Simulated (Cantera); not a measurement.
Input (Python, Cantera) and output of one run.

```python
import numpy as np
import cantera as ct

gas_names = """
    H OH
""".split()
cond_names = """
    Nb2O5(s) Nb2O5(L) NbO2(I) NbO2(II) NbO2(III) NbO2(L)
""".split()


def load(file, names, dense=False):
    # The tables refer to 1 bar. Condensed volumes are neglected.
    table = {s.name: s for s in ct.Species.list_from_file(file)}
    out = []
    for n in names:
        d = dict(table[n].input_data)
        d["thermo"] = dict(d["thermo"], **{"reference-pressure": 1e5})
        if dense:
            d["equation-of-state"] = {"model": "constant-volume", "density": "1e6 g/cm^3"}
        out.append(ct.Species.from_dict(d))
    return out


species = {s.name: s for s in load("nasa_gas.yaml", gas_names) + load("nasa_condensed.yaml", cond_names)}
# Each term lists the table entries of one substance; the one whose range holds T is used.
reactions = {
    'H(g) + Nb2O5 = OH(g) + 2 NbO2':
        [(-1, ['H']), (-1, ['Nb2O5(s)', 'Nb2O5(L)']), (1, ['OH']), (2, ['NbO2(I)', 'NbO2(II)', 'NbO2(III)', 'NbO2(L)'])],
}


def pick(names, T):
    return next(species[n] for n in names if species[n].thermo.min_temp <= T <= species[n].thermo.max_temp)


results = []
for label, terms in reactions.items():
    print(label)
    print("     T/K   dH/kJ  dS/(J/K)   dG/kJ   log10 K")
    for T in [1175, 1225, 1275, 1325, 1375]:
        used = [(nu, pick(names, T)) for nu, names in terms]
        dH = sum(nu * s.thermo.h(T) for nu, s in used) / 1e6
        dS = sum(nu * s.thermo.s(T) for nu, s in used) / 1e3
        dG = dH - T * dS / 1e3
        logK = -dG * 1e6 / (ct.gas_constant * T * np.log(10))
        results.append((label, T, dH, dS, dG, logK, [s.name for _, s in used]))
        print(f"{T:8g} {dH:8.1f} {dS:8.1f} {dG:8.1f} {logK:8.2f}")
```

It prints:

```
H(g) + Nb2O5 = OH(g) + 2 NbO2
     T/K   dH/kJ  dS/(J/K)   dG/kJ   log10 K
    1175    137.4     42.4     87.6    -3.89
    1225    137.8     42.7     85.5    -3.64
    1275    137.7     42.6     83.3    -3.41
    1325    137.6     42.5     81.2    -3.20
    1375    137.4     42.4     79.1    -3.00
```

Cantera with NASA thermochemical tables; ideal gases at 1 bar, condensed phases pure. Condensed species are held in their standard states even where they would react or evaporate.
